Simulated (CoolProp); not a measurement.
A single-stage vapour-compression cycle with the fluid: evaporating at 310.15 K (dew point), condensing at 347.15 K (bubble point), superheat 2 K, subcooling 0 K, compressor efficiency 0.75, no pressure losses. The same conditions are run with several fluids, on thermodynamics alone (safety and materials aside).

Values from CoolProp's reference Helmholtz-energy equation of state of each fluid (propylene: Lemmon 2013; propane: Lemmon 2009; chloromethane (R40): Thol 2014; neopentane: Lemmon 2006; n-heptane: Span 2003; cyclopentane: Gedanitz 2015).

Rank propylene, propane, chloromethane (R40), neopentane, n-heptane, cyclopentane by cooling COP, highest first.

cyclopentane (5.60), n-heptane (5.38), chloromethane (R40) (5.28), neopentane (4.95), propane (4.25), propylene (4.11)

| fluid | pressure ratio | discharge temperature (K) | refrigerating effect (kJ/kg) | volumetric capacity (kJ/m³) |
|---|---|---|---|---|
| propylene | 2.16 | 361.2 | 197 | 6400 |
| propane | 2.19 | 357.1 | 200 | 5520 |
| chloromethane (R40) | 2.41 | 385.5 | 297 | 5350 |
| neopentane | 2.60 | 347.2 | 204 | 1530 |
| n-heptane | 4.32 | 347.2 | 274 | 115 |
| cyclopentane | 3.22 | 358.0 | 328 | 605 |

The compression ends wet for: neopentane; n-heptane.
